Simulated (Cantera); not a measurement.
Cantera run, input and output.

```python
import numpy as np
import cantera as ct

gas = ct.Solution("gri30.yaml")
gas.TPX = 1073, 590000, {'CO': 0.0028, 'O2': 0.002, 'H2O': 0.004, 'N2': 1}
inlet = ct.Reservoir(gas, clone=True)

reactor = ct.IdealGasConstPressureReactor(gas, energy="off", clone=False)
exhaust = ct.Reservoir(gas, clone=True)
tau = [20, 6.2, 2, 0.61, 0.19, 0.06, 0.019, 0.0058, 0.0018, 0.00057][0]
for a, b in ((inlet, reactor), (reactor, exhaust)):
    ct.MassFlowController(a, b, mdot=lambda t: reactor.mass / tau)
net = ct.ReactorNet([reactor])
show = ['CO', 'O2', 'H2O', 'NO', 'OH', 'H2O2']

rows = []
print(f"{'tau/s':>10s}{'T/K':>9s}" + "".join(f"{s:>11s}" for s in show))
for tau in [20, 6.2, 2, 0.61, 0.19, 0.06, 0.019, 0.0058, 0.0018, 0.00057]:
    net.initial_time = 0.0
    net.advance(30 * tau)
    before = gas.X
    net.advance(40 * tau)
    drift = np.max(np.abs(gas.X - before) / (gas.X + 1e-9))
    rows.append([gas.T, *gas[show].X, drift])
    print(f"{tau:10.3e}{gas.T:9.1f}" + "".join(f"{x:11.3e}" for x in gas[show].X))
```

Output:

```
     tau/s      T/K         CO         O2        H2O         NO         OH       H2O2
 2.000e+01   1073.0  2.331e-04  7.136e-04  3.966e-03  5.110e-09  3.061e-08  6.832e-09
 6.200e+00   1073.0  5.311e-04  8.641e-04  3.962e-03  4.432e-09  3.689e-08  1.672e-08
 2.000e+00   1073.0  1.061e-03  1.130e-03  3.957e-03  2.218e-09  4.209e-08  3.394e-08
 6.100e-01   1073.0  1.788e-03  1.495e-03  3.953e-03  5.881e-10  4.542e-08  5.621e-08
 1.900e-01   1073.0  2.361e-03  1.779e-03  3.955e-03  9.661e-11  4.528e-08  6.896e-08
 6.000e-02   1073.0  2.639e-03  1.916e-03  3.960e-03  1.251e-11  4.149e-08  6.621e-08
 1.900e-02   1073.0  2.740e-03  1.965e-03  3.963e-03  1.471e-12  3.239e-08  4.813e-08
 5.800e-03   1073.0  2.772e-03  1.981e-03  3.965e-03  4.072e-14  8.466e-09  6.077e-09
 1.800e-03   1073.0  2.776e-03  1.983e-03  3.965e-03  1.446e-18  1.951e-11  1.195e-13
 5.700e-04   1073.0  2.776e-03  1.983e-03  3.965e-03  1.827e-19  5.781e-12  9.588e-15
```

Cantera simulation using GRI-Mech 3.0 (53 species, 325 reactions); the numbers are that mechanism's predictions, not measurements.
